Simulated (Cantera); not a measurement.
A closed system holds: 1 mol SO2, a varied amount of O2, held at 2323 K and 6750 Torr.

These are equilibrium values from Cantera (NASA tables, ideal gas, pure condensed phases), not measurements of a reactor. Candidate condensed phases: S; 10 gas species. Equilibrium is a limit: real reactors are often held back by kinetics, nucleation or transport.

Q: At 0.9 mol O2, list the 4 most abundant gas species with their mole fractions, and the condensed phases.

A: SO2 0.523, O2 0.472, SO3 0.00279, O 0.00130. Condensed: gas only.
